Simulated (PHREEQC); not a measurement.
0.012 g of hydrous ferric oxide (600 m²/g; 0.2 weak and 0.005 strong sites per Fe, Dzombak-Morel constants, diffuse double layer) in 1 kg of water with 0.1 mol/kgw of an inert sodium salt and 8.3e-05 mol/kgw SrCl2 and 4.1e-06 mol/kgw MnCl2, at 25 °C; the pH is set by adding NaOH or the inert anion's acid. The system is closed to oxygen. CO2 from the air is kept out. Nothing may precipitate in this run.

Base run: PHREEQC, ion-association model, wateq4f.dat. Each further column changes one thing. The table gives Mn sorbed (%).

```tsv
pH	base	no electrostatic term (-no_edl)	background salt from 0.1 to 0.01 mol/kgw	oxide from 0.012 to 0.06 g/kgw	7.7e-06 mol/kgw CuSO4 added
3	0.0	0.0	0.0	0.0	0.0
3.5	0.0	0.0	0.0	0.0	0.0
4	0.0	0.0	0.0	0.0	0.0
4.5	0.0	0.0	0.0	0.0	0.0
5	0.0	0.0	0.0	0.0	0.0
5.5	0.0	0.1	0.0	0.1	0.0
6.5	1.3	2.8	1.4	6.0	0.0
7	6.2	9.0	7.1	26.2	0.2
7.5	14.6	18.0	16.2	56.6	1.2
8	27.9	32.0	33.2	80.4	7.0
8.5	59.3	50.7	68.9	94.2	28.9
9	87.4	65.2	92.2	98.6	66.2
```

The oxide is taken as insoluble; below pH 4 it would dissolve. The database's constant for dissolved Cu(OH)2 is higher than later reviews accept.
